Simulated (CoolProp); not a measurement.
Properties of o-xylene at several states (Tc = 630.3 K, pc = 3737 kPa, ω = 0.312).

Model: reference Helmholtz-energy equation of state, Zhou 2012, in CoolProp.

```json
[
 {"T (K)": "532.9", "p (kPa)": "89.5", "phase": "gas", "cv (kJ/(kg K))": "1.982", "isothermal compressibility (1/MPa)": "11.36", "expansivity (1/kK)": "1.985", "viscosity (µPa s)": "11.5"},
 {"T (K)": "554.1", "p (kPa)": "23.3", "phase": "gas", "cv (kJ/(kg K))": "2.035", "isothermal compressibility (1/MPa)": "43.07", "expansivity (1/kK)": "1.827", "viscosity (µPa s)": "11.9"},
 {"T (K)": "462.5", "p (kPa)": "113", "phase": "gas", "cv (kJ/(kg K))": "1.779", "isothermal compressibility (1/MPa)": "9.180", "expansivity (1/kK)": "2.479", "viscosity (µPa s)": "10.0"},
 {"T (K)": "255", "p (kPa)": "663", "phase": "liquid", "cv (kJ/(kg K))": "1.269", "isothermal compressibility (1/MPa)": "0.0006194", "expansivity (1/kK)": "0.9172", "viscosity (µPa s)": "1570"},
 {"T (K)": "287", "p (kPa)": "18300", "phase": "liquid", "cv (kJ/(kg K))": "1.352", "isothermal compressibility (1/MPa)": "0.0006601", "expansivity (1/kK)": "0.8736", "viscosity (µPa s)": "1040"},
 {"T (K)": "357.6", "p (kPa)": "159", "phase": "liquid", "cv (kJ/(kg K))": "1.551", "isothermal compressibility (1/MPa)": "0.001224", "expansivity (1/kK)": "1.072", "viscosity (µPa s)": "395"}
]
```

Viscosity comes from a separate model (Cao 2016).
